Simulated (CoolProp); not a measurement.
The fluid at 293.15 K and 18.8 MPa (stagnation) flows isentropically through a choked orifice. The same conditions are run with several fluids, on thermodynamics alone (safety and materials aside).

Values from CoolProp's reference Helmholtz-energy equation of state of each fluid (fluorine: de Reuck 1990; oxygen: Schmidt 1985; carbon monoxide: Lemmon 2006; normal hydrogen: Leachman 2009; nitrogen: Span 2000).

| fluid | throat to inlet pressure ratio | mass flux (kg/(m² s)) | throat temperature (K) |
|---|---|---|---|
| fluorine | 0.508 | 53900 | 242.3 |
| oxygen | 0.498 | 51400 | 238.7 |
| carbon monoxide | 0.486 | 46700 | 237.3 |
| normal hydrogen | 0.506 | 11500 | 240.3 |
| nitrogen | 0.489 | 46200 | 237.7 |
